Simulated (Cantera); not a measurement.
Source: NASA polynomial tables (part measured, part estimated), evaluated in Cantera. Values are per mole of reaction as written; species without (g) are pure solids or liquids, kept so even where they would boil at 1 bar.

Task: Between 1950 and 2125 K, where is each reaction favourable under standard conditions?
- 2 H(g) + CaCl₂ ⇌ Ca + 2 HCl(g)

Result: 
- 2 H(g) + CaCl₂ ⇌ Ca + 2 HCl(g): ΔG° is 97 kJ at 1950 K and 97 kJ at 2125 K; it stays positive (K < 1). ΔH° is 92 kJ and ΔS° -2 J/K at 2125 K.
